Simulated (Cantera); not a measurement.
Charge: 1 mol Si, 0.0024 mol H2O, 1.3 mol H2, at 3.50e-6 bar.

Equilibrium computed with Cantera from the NASA thermochemical tables; the gas is ideal and each condensed phase is pure. Candidate condensed phases: H2O, Si, SiO2; 18 gas species. Rates play no part.

### Question
At 827 °C, list the 3 most abundant gas species with their mole fractions, and the condensed phases.

### Answer
H2 0.998, SiO 0.00184, H 1.38e-5. Condensed: Si(s).
